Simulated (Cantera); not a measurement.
**Silicon carbide growth: SiCl4 + CH4 + H2 + C2H4**

A closed system holds: 1 mol SiCl4, a varied amount of CH4, 4 mol H2, 0.0082 mol C2H4, at 1900 °C and 0.260 bar.

Equilibrium computed with Cantera from the NASA thermochemical tables; the gas is ideal and each condensed phase is pure. Candidate condensed phases: C, C6H6, C7H8, C8H18, Si, SiC; 109 gas species. The tables' values for SiCl3, SiCl are old estimates; treat these amounts as uncertain. Gases not in the tables: Si2H6 and higher silanes. Kinetics and transport are ignored.

From 0.013 mol CH4 to 0.28 mol CH4 the condensed part is SiC(s). From 0.6 mol CH4 to 2.8 mol CH4 the condensed part is C(graphite) + SiC(s). The main Si-bearing gas is SiCl2 throughout. The share of Si in condensed phases is highest at 2.8 mol CH4 (70.4 %) and lowest at 0.013 mol CH4 (2.8 %).

| n(CH4) (mol) | x H2 | x HCl | x SiCl2 | x H | x SiCl3 | n SiC(s) | n C(graphite) |
|---|---|---|---|---|---|---|---|
| 0.013 | 0.497 | 0.333 | 0.153 | 0.00668 | 0.00486 | 0.0281 | 0 |
| 0.027 | 0.497 | 0.336 | 0.150 | 0.00668 | 0.00481 | 0.0420 | 0 |
| 0.059 | 0.497 | 0.343 | 0.144 | 0.00668 | 0.00469 | 0.0738 | 0 |
| 0.13 | 0.497 | 0.357 | 0.130 | 0.00668 | 0.00440 | 0.144 | 0 |
| 0.28 | 0.497 | 0.385 | 0.102 | 0.00668 | 0.00374 | 0.291 | 0 |
| 0.6 | 0.510 | 0.410 | 0.0646 | 0.00676 | 0.00249 | 0.508 | 0.0914 |
| 1.3 | 0.577 | 0.364 | 0.0449 | 0.00720 | 0.00144 | 0.593 | 0.700 |
| 2.8 | 0.673 | 0.289 | 0.0243 | 0.00777 | 0.000575 | 0.704 | 2.08 |
x: gas mole fraction; n: condensed amount in mol.
